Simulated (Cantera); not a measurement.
Feed: 1 mol Cu2O, 2900 mol H2, 0.3 mol H2O, held at 900 °C and 1 atm.

Equilibrium computed with Cantera from the NASA thermochemical tables; the gas is ideal and each condensed phase is pure. Candidate condensed phases: Cu, CuO, Cu(OH)2, Cu2O, H2O; 12 gas species. Kinetics and transport are ignored.

Base state: H2 1.000, H2O 0.000448 (mole fractions); condensed: Cu(s).

### Question
What changes in the equilibrium state with this change: Cu2O replaced by Fe3O4?

### Answer
| species | before | after |
|---|---|---|
| H2 | 1.000 | 0.999 |
| H2O | 0.000448 | 0.00148 |
| Cu(s), mol | 2.00 | 0 |
| Fe(α), mol | 0 | 3.00 |
Further candidate phases: Fe, FeO, Fe(OH)2, Fe(OH)3, Fe2O3, Fe3O4.
